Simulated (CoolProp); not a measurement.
Hexamethyldisiloxane (MM) at 298.15 K and 15.4 MPa is throttled through a valve to 9.49 MPa with no heat exchange. Each further row changes one setting.

Computed with CoolProp (reference Helmholtz-energy equation of state, Thol 2016).

| case | temperature change (K) | final density (kg/m³) |
|---|---|---|
| as stated | +2.6 | 771 |
| outlet pressure 2.85 MPa | +5.4 | 758 |
| outlet pressure 12.3 MPa | +1.4 | 776 |
